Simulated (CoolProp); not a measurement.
Carbon dioxide along the isotherm 214.25 °C: fugacity coefficient from the reference equation and from simpler models built on Tc = 31.0 °C, pc = 7.377 MPa, ω = 0.224; each cubic takes its own stable root.

The numbers come from the reference Helmholtz-energy equation of state, Span 1996 in CoolProp.

| p (MPa) | phase | reference |
|---|---|---|
| 0.117 | gas | 0.9990 |
| 0.265 | gas | 0.9978 |
| 0.604 | gas | 0.9950 |
| 1.37 | gas | 0.9888 |
| 3.13 | gas | 0.9748 |
| 7.12 | gas | 0.9450 |
| 16.2 | supercritical | 0.8865 |
| 36.9 | supercritical | 0.8071 |

**Question.** How far does each simpler model (van der Waals, Redlich-Kwong, Soave-Redlich-Kwong, Peng-Robinson) lie from the reference over these 8 states: mean and median of the absolute difference, and the worst?

**Answer.** 
- van der Waals: mean 2.9 %, median 0.8 %, worst -11.8 % at 214.25 °C and 36.9 MPa
- Redlich-Kwong: mean 1.5 %, median 0.5 %, worst -6.0 % at 214.25 °C and 36.9 MPa
- Soave-Redlich-Kwong: mean 1.8 %, median 0.4 %, worst +8.3 % at 214.25 °C and 36.9 MPa
- Peng-Robinson: mean 0.3 %, median 0.2 %, worst -0.6 % at 214.25 °C and 16.2 MPa
